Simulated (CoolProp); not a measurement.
Vapour-liquid equilibrium of propane (1) + isobutene (2) at 0.0138 MPa; x and y are mole fractions of (1).

Model: multi-fluid Helmholtz-energy mixture model, Lemmon 2009 and Lemmon 2005; pair parameters Bell 2016, in CoolProp.

Give the bubble temperature and the first vapour's composition at x = 0.2, 0.35, 0.8. Is there an azeotrope?

x = 0.2: 210.1 K, y = 0.660; x = 0.35: 205.5 K, y = 0.789; x = 0.8: 196.9 K, y = 0.961. No azeotrope shows between x = 0.05 and 0.95.

Pair parameters are fitted to limited data, so mixtures are less certain than the pure fluids.
